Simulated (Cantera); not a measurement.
## Chlorosilane synthesis and conversion: Si + H₂ + Cl₂

A closed system holds: 1 mol Si, 9.6 mol H₂, 0.54 mol Cl₂, at 750 Torr.

Cantera equilibrium calculation (NASA polynomials, part measured and part estimated; ideal gas, pure solids and liquids). Candidate condensed phases: Si; 19 gas species. The tables' values for SiCl₃ are old estimates; treat these amounts as uncertain. Rates play no part.

From 523 K to 1623 K the condensed part is Si(s). The main Si-bearing gas is SiHCl₃ at 523 K and SiCl₂ at 1623 K. The share of Si in condensed phases is highest at 1523 K (80.7 %) and lowest at 523 K (68.5 %).

| T (K) | x H₂ | x HCl | x SiHCl₃ | x SiCl₂ | x SiCl₄ | n Si(s) |
|---|---|---|---|---|---|---|
| 523 | 0.968 | 2.84e-6 | 0.0168 | 2.25e-12 | 0.0145 | 0.685 |
| 623 | 0.968 | 4.11e-5 | 0.0162 | 8.71e-10 | 0.0148 | 0.686 |
| 723 | 0.968 | 0.000281 | 0.0156 | 6.38e-8 | 0.0151 | 0.687 |
| 823 | 0.967 | 0.00119 | 0.0150 | 1.61e-6 | 0.0153 | 0.690 |
| 923 | 0.966 | 0.00365 | 0.0143 | 1.98e-5 | 0.0151 | 0.697 |
| 1023 | 0.962 | 0.00883 | 0.0132 | 0.000144 | 0.0143 | 0.711 |
| 1123 | 0.955 | 0.0178 | 0.0116 | 0.000698 | 0.0126 | 0.733 |
| 1223 | 0.945 | 0.0305 | 0.00918 | 0.00240 | 0.00960 | 0.761 |
| 1323 | 0.934 | 0.0450 | 0.00615 | 0.00592 | 0.00584 | 0.786 |
| 1423 | 0.923 | 0.0569 | 0.00326 | 0.0106 | 0.00259 | 0.802 |
| 1523 | 0.917 | 0.0635 | 0.00142 | 0.0144 | 0.000874 | 0.807 |
| 1623 | 0.915 | 0.0660 | 0.000574 | 0.0167 | 0.000267 | 0.806 |
x: gas mole fraction; n: condensed amount in mol.
